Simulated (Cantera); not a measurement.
Mixture: 29.8 % H2, 10.6 % O2, 59.6 % N2, at 593 Torr, adiabatic and at constant pressure. Ignition delay is the time to a rise of 400 K.

Computed with Cantera and the H2/O2 subset of GRI-Mech 3.0, which has no nitrogen chemistry. Where the delays flatten at high temperature, the 400 K rule measures the pace of heat release, not the induction time.

Problem. Predict: delay at 1048 K; delay at 1148 K; delay at 1248 K; delay at 1348 K; delay at 1448 K; delay at 1548 K.

Solution. 
```
Property            Value
---------------  --------
delay at 1048 K  0.223 ms
delay at 1148 K  0.105 ms
delay at 1248 K   64.7 µs
delay at 1348 K   46.9 µs
delay at 1448 K   38.7 µs
delay at 1548 K   35.5 µs
```
